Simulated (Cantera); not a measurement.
Thermodynamics of sublimation and decomposition of ceramics, feed Si3N4 + Si + N2

A closed system holds: 1 mol Si3N4, 0.091 mol Si, 1 mol N2, equilibrated at 0.100 bar.

These are equilibrium values from Cantera (NASA tables, ideal gas, pure condensed phases), not measurements of a reactor. Candidate condensed phases: Si, Si3N4; 7 gas species. The tables' values for SiN are old estimates; treat these amounts as uncertain. Equilibrium is a limit: real reactors are often held back by kinetics, nucleation or transport.

```tsv
T (°C)	x N2	x Si	x Si2N	x SiN	n Si3N4(s)	n Si(l)
1477	1.000	1.70e-6	5.32e-8	2.77e-7	1.03	0
1527	1.000	6.29e-6	2.80e-7	8.80e-7	1.03	0
1577	1.000	2.17e-5	1.34e-6	2.63e-6	1.03	0
1627	1.000	6.98e-5	5.92e-6	7.39e-6	1.03	0
1677	1.000	0.000212	2.41e-5	1.97e-5	1.03	0
1727	0.999	0.000435	4.71e-5	3.58e-5	0	3.09
1777	0.999	0.000773	7.10e-5	5.66e-5	0	3.09
1827	0.998	0.00133	0.000105	8.75e-5	0	3.09
1877	0.997	0.00224	0.000152	0.000132	0	3.08
1927	0.996	0.00369	0.000217	0.000196	0	3.08
1977	0.993	0.00592	0.000304	0.000286	0	3.07
2027	0.990	0.00932	0.000419	0.000410	0	3.06
```
x: gas mole fraction; n: condensed amount in mol.

From 1477 °C to 1677 °C the condensed part is Si3N4(s). From 1727 °C to 2027 °C the condensed part is Si(l). The main Si-bearing gas is Si throughout.
